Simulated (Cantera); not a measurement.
Cantera run, input and output.

```python
import numpy as np
import cantera as ct

gas = ct.Solution("gri30.yaml")


def delay(T, t_max=10):
    gas.TPX = T, 100000, {'CH4': 1, 'O2': 1.05, 'N2': 2.95}
    reactor = ct.IdealGasReactor(gas, clone=False)
    net = ct.ReactorNet([reactor])
    net.rtol, net.atol = 1e-8, 1e-16
    while net.time < t_max:
        t_old, T_old = net.time, reactor.T
        net.step()
        if reactor.T > T + 400:  # ignition: a rise of 400 K
            return t_old + (T + 400 - T_old) / (reactor.T - T_old) * (net.time - t_old)
    return np.nan


taus = []
for T in [1175, 1225, 1275, 1325, 1375, 1425, 1475]:
    taus.append(delay(T))
    print(f"T0 = {T:6g} K   tau = {taus[-1]:.4e} s")
```

Result:

```
T0 =   1175 K   tau = 6.9513e-02 s
T0 =   1225 K   tau = 3.3769e-02 s
T0 =   1275 K   tau = 1.7008e-02 s
T0 =   1325 K   tau = 8.8515e-03 s
T0 =   1375 K   tau = 4.7515e-03 s
T0 =   1425 K   tau = 2.6310e-03 s
T0 =   1475 K   tau = 1.5051e-03 s
```

Cantera simulation using GRI-Mech 3.0 (53 species, 325 reactions); the numbers are that mechanism's predictions, not measurements.
